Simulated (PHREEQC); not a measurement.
Solution (25 °C): 126 mmol/kgw Ba(NO3)2. It is in equilibrium with CO2 at log p = -3.4 (atm). Otherwise closed; pH follows from the charge balance.

Computed with PHREEQC (ion-association model, wateq4f.dat).

```json
{
 "pH": "5.54",
 "ionic_strength": "0.378 mol/kgw",
 "activity_of_water": "0.994"
}
```

| species | molality | activity | log γ |
|---|---|---|---|
| NO3- | 0.252 | 0.161 | -0.195 |
| Ba+2 | 0.126 | 0.0299 | -0.624 |
| CO2 | 1.24e-5 | 1.36e-5 | 0.038 |
| H+ | 3.74e-6 | 2.90e-6 | -0.111 |
| HCO3- | 2.92e-6 | 2.07e-6 | -0.150 |
| BaHCO3+ | 8.13e-7 | 5.94e-7 | -0.136 |
| OH- | 5.24e-9 | 3.43e-9 | -0.184 |

Precipitation was switched off in this run. Complexes and solids missing from the database can't appear.
